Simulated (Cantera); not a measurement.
Input: 1 mol Si, 0.0013 mol H2O, 5.4 mol H2, 0.028 mol CO2, held at 2075 K and 100000 Pa.

These are equilibrium values from Cantera (NASA tables, ideal gas, pure condensed phases), not measurements of a reactor. Candidate condensed phases: C, C6H6, C7H8, C8H18, H2O, Si, SiC, SiO2; 123 gas species. Mutual solubility and eutectic melting of coexisting phases are not modelled. Gases not in the tables: Si2H6 and higher silanes. Equilibrium is a limit: real reactors are often held back by kinetics, nucleation or transport.

Base state: H2 0.987, SiO 0.00715, CO 0.00333, H 0.00265, SiH2 0.000158, Si 0.000102, SiH 5.79e-5, CH4 2.44e-5 (mole fractions); condensed: Si(l) + SiC(s).

Task: What changes in the equilibrium state with this change: Si replaced by Si3N4?

Result: 
```
species       before     after
-----------  -------  --------
H2             0.987     0.722
N2                 0     0.267
SiO          0.00715   0.00523
HCN                0  0.000617
HNC                0   4.00e-5
Si2N               0   1.42e-5
SiN                0   1.15e-5
Si(l), mol     0.950      2.95
SiC(s), mol  0.00956   0.00469
```
The tables' values for SiN are old estimates; treat these amounts as uncertain. Further candidate phases: Si2N2O, Si3N4.

Task: What changes in the equilibrium state with this change: CO2 from 0.028 to 0.04 mol?

Result: 
```csv
species,before,after
H2,0.987,0.982
SiO,0.00715,0.0101
CO,0.00333,0.00471
CH4,2.44e-5,2.42e-5
SiH2,0.000158,0.000157
H,0.00265,0.00264
"Si(l), mol",0.950,0.929
"SiC(s), mol",0.00956,0.0139
```

Task: What changes in the equilibrium state with this change: Si replaced by SiC?

Result: 
```tsv
species	before	after
H2	0.987	0.987
CO	0.00333	0.00779
SiO	0.00715	0.00268
C2H2 (acetylene)	6.28e-6	3.91e-5
CH4	2.44e-5	6.10e-5
Si	0.000102	4.08e-5
Si(l), mol	0.950	0
SiC(s), mol	0.00956	0.985
```
